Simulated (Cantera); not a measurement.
A closed system holds: 1 mol CH₃SiH₃, 0.063 mol HCl, 44 mol H₂, 0.26 mol CH₄, equilibrated at 2275 K and 0.240 bar.

These are equilibrium values from Cantera (NASA tables, ideal gas, pure condensed phases), not measurements of a reactor. Candidate condensed phases: C, C₆H₆, C₇H₈, C₈H₁₈, Si, SiC; 109 gas species. The feed counts by its element totals alone. Gases not in the tables: Si₂H₆ and higher silanes. Rates play no part.

Base state: H₂ 0.978, H 0.0171, C₂H₂ (acetylene) 0.00297, HCl 0.00129, Si 0.000465, SiH 8.66e-5, SiH₂ 6.14e-5, SiC₂ 4.69e-5 (mole fractions); condensed: SiC(s).

Problem. What changes in the equilibrium state with this change: pressure from 0.240 bar to 0.570 bar?

Solution. 
```json
[
 {"species": "H₂", "before": "0.978", "after": "0.984"},
 {"species": "H", "before": "0.0171", "after": "0.0112"},
 {"species": "C₂H₂ (acetylene)", "before": "0.00297", "after": "0.00280"},
 {"species": "Si", "before": "0.000465", "after": "0.000202"},
 {"species": "SiC₂", "before": "4.69e-5", "after": "1.91e-5"},
 {"species": "CH₄", "before": "4.61e-5", "after": "0.000107"},
 {"species": "Si₂C", "before": "3.50e-5", "after": "1.52e-5"},
 {"species": "SiC(s), mol", "before": "0.965", "after": "0.982"}
]
```
